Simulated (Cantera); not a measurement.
Cantera run:

```python
import numpy as np
import cantera as ct

gas_names = """
    B BH BH2 BH3 BN BO BO2 B2 B2O B2O2 B2O3 B3O3H3 H HBO HBO2 HNO HNO2 HNO3 HO2 H2 H2O H2O2 H3B3O6 N NH
    NH2 NH3 NH2OH NO NO2 NO3 N2 N2H2 N2H4 N2O O OH O2 O3
""".split()
cond_names = """
    B(b) B(L) BN(s) B2O3(L) B3O3H3(cr) H2O(s) H2O(L)
""".split()


# ... load() reads the species with a 1 bar reference pressure and builds the phases ...
atoms = {
    'borazine': {'B': 3, 'N': 3, 'H': 6},
    'O2': {'O': 2},
    'N2': {'N': 2},
}
top_T = {'BN(s)': 3200}  # K; cautious upper limits of use, not melting points


# ... equilibrate(T, P, feed) seeds the gas with the atoms and calls Mixture.equilibrate('TP', solver="vcs", rtol=1e-11, max_steps=5000) ...
results = []
feed = {'borazine': 1, 'O2': 0.16, 'N2': 8.9}  # mol
P = 133.322  # Pa
for T in [1398, 1448, 1498, 1548, 1598, 1648, 1698, 1748, 1798, 1848, 1898, 1948]:
    mix = equilibrate(T, P, feed)
    results.append((T, P, feed, dict(zip(mix.species_names, mix.species_moles))))

top = {s: max(r[3][s] / sum(r[3][g] for g in gas_names) for r in results) for s in gas_names}
cols = sorted((s for s in top if top[s] > 1e-06), key=lambda s: -top[s])[:9]
seen = [c for c in cond_names if any(r[3].get(c, 0) > 1e-12 for r in results)]
print("log10 of partial pressures in bar; condensed amounts in mol")
print(f"{'T/K':>10s}" + "".join(f"{s[:9]:>10s}" for s in cols + seen))
for T, P, feed, n in results:
    ng = sum(n[g] for g in gas_names)
    print(f"{T:10.4g}" + "".join(f"{np.log10(max(n[s] / ng * P / 1e5, 1e-99)):10.3f}" for s in cols)
          + "".join(f"{n.get(c, 0):10.4g}" for c in seen))
```

Result:

```
log10 of partial pressures in bar; condensed amounts in mol
       T/K        N2        H2         H       HBO        BO      HBO2      B2O3      B2O2       H2O     BN(s)   B2O3(L)
      1398    -3.002    -3.484    -7.067    -5.793    -7.892    -5.325    -5.640    -7.102    -6.573     2.797   0.05126
      1448    -3.004    -3.488    -6.779    -5.455    -7.297    -5.178    -5.234    -6.487    -6.618     2.796         0
      1498    -3.004    -3.489    -6.509    -5.263    -6.866    -5.287    -5.228    -6.163    -6.781     2.782         0
      1548    -3.004    -3.491    -6.257    -5.097    -6.477    -5.415    -5.262    -5.886    -6.947     2.766         0
      1598    -3.005    -3.493    -6.020    -4.959    -6.129    -5.571    -5.345    -5.661    -7.120     2.746         0
      1648    -3.005    -3.496    -5.798    -4.853    -5.827    -5.764    -5.493    -5.497    -7.307     2.726         0
      1698    -3.006    -3.499    -5.589    -4.783    -5.571    -6.003    -5.718    -5.399    -7.511     2.707         0
      1748    -3.006    -3.501    -5.392    -4.746    -5.360    -6.287    -6.019    -5.367    -7.733     2.694         0
      1798    -3.007    -3.504    -5.205    -4.737    -5.187    -6.608    -6.381    -5.389    -7.969     2.686         0
      1848    -3.008    -3.507    -5.029    -4.749    -5.044    -6.952    -6.785    -5.450    -8.213     2.682         0
      1898    -3.009    -3.510    -4.862    -4.779    -4.925    -7.312    -7.218    -5.542    -8.461     2.681         0
      1948    -3.011    -3.515    -4.704    -4.822    -4.828    -7.685    -7.674    -5.659    -8.713      2.68         0
```

Method: chemical equilibrium by Gibbs-energy minimisation in Cantera with the NASA 1993 tables (ideal gas, pure condensed phases). The feed counts by its element totals alone. Mutual solubility and eutectic melting of coexisting phases are not modelled. The tables' values for BH2 are old estimates; treat these amounts as uncertain.
